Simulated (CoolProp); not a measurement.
Saturation properties of p-xylene.

Values from CoolProp's reference Helmholtz-energy equation of state, Zhou 2012.

| T (K) | p (MPa) | vapour density (kg/m³) | liquid cp (kJ/(kg K)) | liquid viscosity (µPa s) |
|---|---|---|---|---|
| 382.1 | 0.04301 | 1.476 | 2.005 | 273 |
| 398.3 | 0.07028 | 2.339 | 2.064 | 242 |
| 414.5 | 0.1098 | 3.560 | 2.125 | 216 |
| 430.7 | 0.1650 | 5.236 | 2.186 | 192 |
| 446.9 | 0.2397 | 7.482 | 2.250 | 172 |
| 463.1 | 0.3381 | 10.44 | 2.316 | 154 |
| 479.3 | 0.4648 | 14.27 | 2.386 | 137 |
| 495.5 | 0.6246 | 19.21 | 2.461 | 123 |
| 511.7 | 0.8229 | 25.55 | 2.543 | 110 |

It boils at 411.5 K under 1 atm.

Viscosity comes from a separate model (Balogun 2015).
